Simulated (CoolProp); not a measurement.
A closed Brayton cycle with carbon dioxide: compressor inlet 320.15 K and 8.6 MPa, high pressure 18.8 MPa, turbine inlet 985 K, compressor efficiency 0.85, turbine efficiency 0.9, recuperator effectiveness 0.9 (on enthalpy, no pinch check). Each further row changes one setting.

Values from CoolProp's reference Helmholtz-energy equation of state, Span 1996.

```tsv
case	thermal efficiency (%)	net work (kJ/kg)	compressor to turbine work	compressor exit (K)	turbine exit (K)
as stated	35.4	92.6	0.27	379.1	879.4
turbine inlet 935 K	34.4	85.8	0.28	379.1	833.0
compressor inlet 330.15 K	35.0	86.3	0.32	396.5	879.4
high pressure 16 MPa	32.6	75.6	0.25	366.8	900.6
recuperator effectiveness 0.5	18.6	92.6	0.27	379.1	879.4
```
